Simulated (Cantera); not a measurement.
Input: 1 mol CH2F2, 0.034 mol HCl, at 10.0 Torr.

Equilibrium computed with Cantera from the NASA thermochemical tables; the gas is ideal and each condensed phase is pure. Candidate condensed phases: C, C6H6, C7H8, C8H18; 118 gas species. Kinetics and transport are ignored.

### Question
At 1773 K, list the 5 most abundant gas species with their mole fractions, and the condensed phases.

### Answer
HF 0.983, HCl 0.0155, Cl 0.00121, H2 0.000585, H 5.96e-5. Condensed: C(graphite).
